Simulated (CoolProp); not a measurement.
Vapour-liquid equilibrium of carbon dioxide (1) + neopentane (2) at 278.1 K; x and y are mole fractions of (1).

Model: multi-fluid Helmholtz-energy mixture model, Span 1996 and Lemmon 2006; pair parameters Bell 2016, in CoolProp.

| x | bubble pressure (MPa) | y at the bubble point | dew pressure at overall composition x (MPa) | liquid density (mol/L) |
|---|---|---|---|---|
| 0.05 | 0.3231 | 0.730 | 0.09033 | 8.698 |
| 0.2 | 1.055 | 0.914 | 0.1076 | 9.693 |
| 0.35 | 1.689 | 0.945 | 0.1328 | 10.87 |
| 0.5 | 2.179 | 0.958 | 0.1731 | 12.27 |
| 0.65 | 2.592 | 0.967 | 0.2481 | 13.98 |
| 0.8 | 3.052 | 0.977 | 0.4380 | 16.16 |
| 0.95 | 3.692 | 0.993 | 1.850 | 19.12 |

No azeotrope shows between x = 0.05 and 0.95.

The pair parameters rest on a limited set of measurements; away from them the model extrapolates. The gap from Raoult's law changes sign with composition, which may be real or a fault of the pair parameters; it wasn't checked against measurements.
